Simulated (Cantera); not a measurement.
What does this Cantera script print?

```python
import numpy as np
import cantera as ct

gas = ct.Solution("h2o2.yaml")
gas.TPX = 1300, 2666, {'H2': 0.14, 'O2': 1, 'N2': 0.39}
inlet = ct.Reservoir(gas, clone=True)

reactor = ct.IdealGasConstPressureReactor(gas, energy="off", clone=False)
exhaust = ct.Reservoir(gas, clone=True)
tau = [15, 5.8, 2.3, 0.89, 0.35, 0.14, 0.054, 0.021, 0.0084, 0.0033, 0.0013][0]
for a, b in ((inlet, reactor), (reactor, exhaust)):
    ct.MassFlowController(a, b, mdot=lambda t: reactor.mass / tau)
net = ct.ReactorNet([reactor])
show = ['H2', 'O2', 'O', 'HO2', 'H', 'H2O2']

rows = []
print(f"{'tau/s':>10s}{'T/K':>9s}" + "".join(f"{s:>11s}" for s in show))
for tau in [15, 5.8, 2.3, 0.89, 0.35, 0.14, 0.054, 0.021, 0.0084, 0.0033, 0.0013]:
    net.initial_time = 0.0
    net.advance(30 * tau)
    before = gas.X
    net.advance(40 * tau)
    drift = np.max(np.abs(gas.X - before) / (gas.X + 1e-9))
    rows.append([gas.T, *gas[show].X, drift])
    print(f"{tau:10.3e}{gas.T:9.1f}" + "".join(f"{x:11.3e}" for x in gas[show].X))
```

Result:

```
     tau/s      T/K         H2         O2          O        HO2          H       H2O2
 1.500e+01   1300.0  3.441e-05  6.365e-01  2.900e-04  6.037e-07  1.054e-05  4.508e-08
 5.800e+00   1300.0  6.388e-05  6.362e-01  5.485e-04  9.840e-07  2.741e-05  6.377e-08
 2.300e+00   1300.0  1.160e-04  6.357e-01  1.016e-03  1.521e-06  6.916e-05  8.705e-08
 8.900e-01   1300.0  2.124e-04  6.348e-01  1.902e-03  2.261e-06  1.775e-04  1.164e-07
 3.500e-01   1300.0  3.813e-04  6.332e-01  3.488e-03  3.156e-06  4.425e-04  1.499e-07
 1.400e-01   1300.0  6.681e-04  6.306e-01  6.221e-03  4.125e-06  1.061e-03  1.849e-07
 5.400e-02   1300.0  1.171e-03  6.261e-01  1.099e-02  5.100e-06  2.522e-03  2.193e-07
 2.100e-02   1300.0  1.972e-03  6.192e-01  1.820e-02  5.879e-06  5.468e-03  2.455e-07
 8.400e-03   1300.0  3.132e-03  6.108e-01  2.684e-02  6.346e-06  1.009e-02  2.618e-07
 3.300e-03   1300.0  4.923e-03  6.033e-01  3.433e-02  6.553e-06  1.558e-02  2.783e-07
 1.300e-03   1300.0  8.128e-03  6.002e-01  3.706e-02  6.606e-06  1.995e-02  3.108e-07
```

Computed with Cantera and the H2/O2 subset of GRI-Mech 3.0, which has no nitrogen chemistry. Radical loss at walls, strong at low pressure, is not modelled. The temperature is held fixed by assumption; the heat of reaction is taken as removed at once.
